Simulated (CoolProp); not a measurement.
The numbers come from the reference Helmholtz-energy equation of state, Marx 1992 in CoolProp.

Q: For R113, give the phase and the cp (kJ/(kg K)), expansivity (1/kK) at 120.45 °C and 502 kPa; 108.15 °C and 6910 kPa; 72.15 °C and 1190 kPa.

A: 
- 120.45 °C and 502 kPa: gas; cp 0.786, expansivity 3.77
- 108.15 °C and 6910 kPa: liquid; cp 0.988, expansivity 1.87
- 72.15 °C and 1190 kPa: liquid; cp 0.965, expansivity 1.80
